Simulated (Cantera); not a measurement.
What does this Cantera script print?

```python
import numpy as np
import cantera as ct

surf = ct.Interface("diamond.yaml", "diamond_100")
gas, bulk = surf.adjacent["gas"], surf.adjacent["diamond"]
k = surf.kinetics_species_index(bulk.species_names[0])
cover = ["c6HH", "c6H*", "c6*H", "c6**", "c6HM", "c6B"]

rows, drift = [], 0.0
print(f"{'P':>10s}{'um/h':>11s}" + "".join(f"{s:>11s}" for s in cover))
for v in [620, 1000, 1700, 2900, 4800, 8100, 13000, 22000]:
    T, P, xH, xCH3 = 923, v, 0.00028, 1.8e-05
    gas.TPX = T, P, {"H": xH, "CH3": xCH3, "CH4": 0.0093, "H2": 1 - xH - xCH3 - 0.0093}
    surf.TP = bulk.TP = T, P
    surf.coverages = "c6H*:0.1, c6HH:0.9"
    surf.advance_coverages(100.0)
    before = surf.coverages
    surf.advance_coverages(100.0)
    drift = max(drift, np.max(np.abs(surf.coverages - before) / (surf.coverages + 1e-9)))
    rate = surf.net_production_rates[k] * bulk.mean_molecular_weight / bulk.density * 3.6e9
    rows.append([rate, *surf[cover].coverages])
    print(f"{v:10.4g}{rate:11.4e}" + "".join(f"{x:11.3e}" for x in rows[-1][1:]))
```

Output:

```
         P       um/h       c6HH       c6H*       c6*H       c6**       c6HM        c6B
       620 2.1660e-02  6.519e-01  1.153e-02  2.987e-01  4.465e-03  2.628e-02  5.878e-11
      1000 4.1100e-02  6.479e-01  1.146e-02  2.968e-01  4.437e-03  3.102e-02  1.115e-10
      1700 7.9322e-02  6.443e-01  1.139e-02  2.951e-01  4.412e-03  3.528e-02  2.152e-10
      2900 1.4712e-01  6.416e-01  1.134e-02  2.938e-01  4.393e-03  3.841e-02  3.992e-10
      4800 2.5605e-01  6.399e-01  1.131e-02  2.930e-01  4.381e-03  4.041e-02  6.948e-10
      8100 4.4642e-01  6.388e-01  1.130e-02  2.925e-01  4.373e-03  4.177e-02  1.211e-09
   1.3e+04 7.2975e-01  6.381e-01  1.129e-02  2.922e-01  4.369e-03  4.256e-02  1.980e-09
   2.2e+04 1.2507e+00  6.376e-01  1.128e-02  2.920e-01  4.366e-03  4.310e-02  3.394e-09
```

Cantera simulation using the Harris–Goodwin 1993 mechanism for the reconstructed diamond (100) surface; the numbers are that mechanism's predictions, not measurements.
